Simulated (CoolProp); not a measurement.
Vapour-liquid equilibrium of CH2F2 (R32) (1) + R1234yf (2) at 2.49 bar; x and y are mole fractions of (1).

The numbers come from the multi-fluid Helmholtz-energy mixture model, Tillner-Roth 1997 and Lemmon 2022; pair parameters Bell 2023 in CoolProp.

Question: Give the bubble temperature and the first vapour's composition at x = 0.55, 0.65, 0.95. Is there an azeotrope?

Answer: x = 0.55: 245.4 K, y = 0.759; x = 0.65: 244.0 K, y = 0.807; x = 0.95: 241.2 K, y = 0.963. No azeotrope shows between x = 0.05 and 0.95.

The pair parameters rest on a limited set of measurements; away from them the model extrapolates.
